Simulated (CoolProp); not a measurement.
A closed Brayton cycle with dry air: compressor inlet 316.15 K and 2.6 MPa, high pressure 6.41 MPa, turbine inlet 680 K, compressor efficiency 0.89, turbine efficiency 0.85, recuperator effectiveness 0.9 (on enthalpy, no pinch check). Each further row changes one setting.

Values from CoolProp's reference Helmholtz-energy equation of state, Lemmon 2000. It is a pseudo-pure fit of the blend.

```json
[
 {"case": "as stated", "thermal efficiency (%)": "19.2", "net work (kJ/kg)": "29.1", "compressor to turbine work": "0.78", "compressor exit (K)": "421.3", "turbine exit (K)": "553.6"},
 {"case": "turbine inlet 630 K", "thermal efficiency (%)": "13.8", "net work (kJ/kg)": "19.0", "compressor to turbine work": "0.85", "compressor exit (K)": "421.3", "turbine exit (K)": "511.7"},
 {"case": "compressor inlet 326.15 K", "thermal efficiency (%)": "17.1", "net work (kJ/kg)": "25.6", "compressor to turbine work": "0.81", "compressor exit (K)": "434.4", "turbine exit (K)": "553.6"},
 {"case": "high pressure 5.45 MPa", "thermal efficiency (%)": "21.2", "net work (kJ/kg)": "28.4", "compressor to turbine work": "0.75", "compressor exit (K)": "400.4", "turbine exit (K)": "574.4"},
 {"case": "recuperator effectiveness 0.5", "thermal efficiency (%)": "14.1", "net work (kJ/kg)": "29.1", "compressor to turbine work": "0.78", "compressor exit (K)": "421.3", "turbine exit (K)": "553.6"}
]
```
